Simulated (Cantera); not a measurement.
**Equilibrium for chlorosilane synthesis and conversion: Si + Cl2 + H2**

Input: 1 mol Si, 0.64 mol Cl2, 3 mol H2, at 1377 °C and 2.60 bar.

Equilibrium computed with Cantera from the NASA thermochemical tables; the gas is ideal and each condensed phase is pure. Candidate condensed phases: Si; 19 gas species. The tables' values for SiCl3 are old estimates; treat these amounts as uncertain. Equilibrium is a limit: real reactors are often held back by kinetics, nucleation or transport.

```yaml
x(H2): 0.779
x(HCl): 0.121
x(SiCl2): 0.0669
x(SiCl3): 0.0154
x(SiHCl3): 0.00839
x(SiCl4): 0.00777
x(SiH2Cl2): 0.00155
x(SiH3Cl): 8.59e-5
x(H): 4.97e-5
n(Si(s)): 0.645 mol
gas_amount: 3.550 mol
```
